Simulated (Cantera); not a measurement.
Standard-state values (1 bar) from the NASA 1993 polynomials, evaluated with Cantera. Values are per mole of reaction as written; species without (g) are pure solids or liquids, kept so even where they would boil at 1 bar.

Question: Between 1225 and 2025 K, where is each reaction favourable under standard conditions?
- 2 BN + 3 H2O2(g) ⇌ 2 NO(g) + 2 H2(g) + 2 HBO2(g)

Answer: 
- 2 BN + 3 H2O2(g) ⇌ 2 NO(g) + 2 H2(g) + 2 HBO2(g): ΔG° is -563 kJ at 1225 K and -907 kJ at 2025 K; it stays negative (K > 1). ΔH° is -48 kJ and ΔS° 424 J/K at 2025 K.
